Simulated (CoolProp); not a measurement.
Vapour-liquid equilibrium of diethyl ether (1) + n-hexane (2) at 1.06 MPa; x and y are mole fractions of (1).

Computed with CoolProp (multi-fluid Helmholtz-energy mixture model, Thol 2014 and Thol 2019; pair parameters Bell 2016).

| x | bubble temperature (K) | y at the bubble point | dew temperature at overall composition x (K) | liquid density (mol/L) |
|---|---|---|---|---|
| 0.05 | 437.6 | 0.095 | 439.4 | 5.831 |
| 0.15 | 430.8 | 0.258 | 435.3 | 6.024 |
| 0.25 | 425.0 | 0.394 | 431.2 | 6.211 |
| 0.35 | 419.8 | 0.508 | 426.9 | 6.397 |
| 0.45 | 415.3 | 0.608 | 422.5 | 6.585 |
| 0.55 | 411.1 | 0.696 | 417.9 | 6.777 |
| 0.65 | 407.3 | 0.774 | 413.3 | 6.974 |
| 0.75 | 403.7 | 0.846 | 408.5 | 7.178 |
| 0.85 | 400.3 | 0.912 | 403.5 | 7.390 |
| 0.95 | 397.1 | 0.972 | 398.3 | 7.611 |

No azeotrope shows between x = 0.05 and 0.95.

The pair parameters rest on a limited set of measurements; away from them the model extrapolates.
